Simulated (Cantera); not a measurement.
An isothermal, constant-pressure homogeneous reactor starts with C2H6 : N2 = 1 : 62 (molar parts), at 1000 K and 44.0 Pa. Integrator tolerance rtol = 1e-08.

Model: GRI-Mech 3.0 (53 species, 325 reactions), integrated in Cantera. GRI-Mech 3.0 stops at C3 and has no aromatics, soot or wall deposition, so with more carbon than oxygen in the feed, carbon stays in small species such as C2H2 where larger ones or solid carbon would form. Radical loss at walls, strong at low pressure, is not modelled.

Q: What does this change do: temperature 1000 to 1173 K?

A: 
```json
[
 {"quantity": "x(C2H6) at 10.0 s", "before": "0.0157 (gas-phase equilibrium 1.37e-9)", "after": "0.00262 (gas-phase equilibrium 3.14e-12)"},
 {"quantity": "x(HCN) at 10.0 s", "before": "<1e-12 (gas-phase equilibrium 0.0188)", "after": "1.75e-8 (gas-phase equilibrium 0.0220)"},
 {"quantity": "x(CH3) at 10.0 s", "before": "3.35e-6 (gas-phase equilibrium 5.24e-9)", "after": "0.000203 (gas-phase equilibrium 7.42e-9)"},
 {"quantity": "x(H) at 10.0 s", "before": "2.23e-7 (gas-phase equilibrium 1.89e-8)", "after": "1.67e-5 (gas-phase equilibrium 9.92e-7)"},
 {"quantity": "x(C2H2) at 10.0 s", "before": "5.45e-8 (gas-phase equilibrium 0.00572)", "after": "0.00166 (gas-phase equilibrium 0.00438)"}
]
```
